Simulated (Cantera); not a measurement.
A perfectly stirred reactor is fed with 31.2 % CH4, 68.8 % N2, at 0.000440 bar; it is held at 1848 K, and followed from long to short residence time.

Model: GRI-Mech 3.0 (53 species, 325 reactions), integrated in Cantera. GRI-Mech 3.0 stops at C3 and has no aromatics, soot or wall deposition, so with more carbon than oxygen in the feed, carbon stays in small species such as C2H2 where larger ones or solid carbon would form. Radical loss at walls, strong at low pressure, is not modelled.

x: mole fraction; the columns are a selection and need not sum to one.

```
τ (s)    x CH4     x C2H     x CH3    x C2H6     x CH2    x C2H2       x H
------  ------  --------  --------  --------  --------  --------  --------
22      0.0228   4.09e-6   0.00158   1.27e-6   5.12e-6     0.109   0.00115
5.3     0.0554   2.89e-6   0.00303   5.01e-6   6.84e-6    0.0956  0.000822
1.3      0.119   1.74e-6   0.00518   1.39e-5   8.38e-6    0.0679  0.000514
0.30     0.238   3.68e-7   0.00627   1.31e-5   6.45e-6    0.0184  0.000140
0.073    0.307         …         …         …         …         …         …
0.017    0.312  3.28e-11  0.000629   5.50e-8   7.68e-8   9.55e-7   3.38e-6
0.0042   0.312    <1e-12  0.000154   1.83e-9   5.69e-9   3.18e-9   2.99e-6
0.0010   0.312    <1e-12         …  2.66e-11  3.91e-10  6.33e-12         …
```

Question: Some entries are withheld; supply them.

Answer: 
- 0.073, x C2H: 7.55e-9
- 0.073, x CH3: 0.00262
- 0.073, x C2H6: 1.22e-6
- 0.073, x CH2: 1.12e-6
- 0.073, x C2H2: 0.000286
- 0.073, x H: 1.01e-5
- 0.0010, x CH3: 3.47e-5
- 0.0010, x H: 2.65e-6
